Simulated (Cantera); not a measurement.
A closed system holds: 1 mol Si, 0.29 mol O2, 1.4 mol H2, at 2075 K and 0.435 Torr.

Method: chemical equilibrium by Gibbs-energy minimisation in Cantera with the NASA 1993 tables (ideal gas, pure condensed phases). Candidate condensed phases: H2O, Si, SiO2; 18 gas species. Gases not in the tables: Si2H6 and higher silanes. The numbers say what is thermodynamically allowed, not how fast it happens.

Base state: H2 0.521, SiO 0.233, Si 0.162, H 0.0799, Si2 0.00185, SiH 0.00161, Si3 0.000353, SiH2 7.71e-5 (mole fractions); condensed: gas only.

Task: What changes in the equilibrium state with this change: H2 from 1.4 to 170 mol?

Result: 
```
species    before    after
-------  --------  -------
H2          0.521    0.890
H          0.0799    0.104
SiO         0.233  0.00321
Si          0.162  0.00230
Si3      0.000353    <1e-9
Si2       0.00185  3.70e-7
SiH       0.00161  2.99e-5
SiH2      7.71e-5  1.86e-6
```
